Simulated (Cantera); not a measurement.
An adiabatic, constant-volume homogeneous reactor starts with CH4 : O2 : N2 = 1 : 3.03 : 13.6 (molar parts), equivalence ratio 0.66, at 1675 K and 5.00 bar. Integrator tolerance rtol = 1e-08.

Detailed kinetics in Cantera: GRI-Mech 3.0 (53 species, 325 reactions).

```json
[
 {"quantity": "time of steepest temperature rise", "before": "69.3 µs", "after": "0.260 ms"},
 {"quantity": "temperature at 5.00 s", "before": "2825 K", "after": "2731 K"},
 {"quantity": "equilibrium temperature", "before": "2825 K", "after": "2731 K"},
 {"quantity": "x(CH4) at 5.00 s", "before": "<1e-12 (gas-phase equilibrium <1e-12)", "after": "<1e-12 (gas-phase equilibrium <1e-12)"},
 {"quantity": "x(O2) at 5.00 s", "before": "0.0505 (gas-phase equilibrium 0.0505)", "after": "0.0524 (gas-phase equilibrium 0.0524)"},
 {"quantity": "x(H) at 5.00 s", "before": "0.00186 (gas-phase equilibrium 0.00186)", "after": "0.00362 (gas-phase equilibrium 0.00362)"},
 {"quantity": "x(N2O) at 5.00 s", "before": "2.93e-6 (gas-phase equilibrium 2.93e-6)", "after": "1.15e-6 (gas-phase equilibrium 1.15e-6)"},
 {"quantity": "x(HCN) at 5.00 s", "before": "3.88e-10 (gas-phase equilibrium 3.88e-10)", "after": "1.90e-10 (gas-phase equilibrium 1.90e-10)"}
]
```

Question: Name the change that produced these shifts.
A. pressure from 5.00 bar to 1.01 bar
B. constant pressure in place of constant volume
C. pressure from 5.00 bar to 1.60 bar
D. pressure from 5.00 bar to 6.00 bar

Answer: A, pressure from 5.00 bar to 1.01 bar
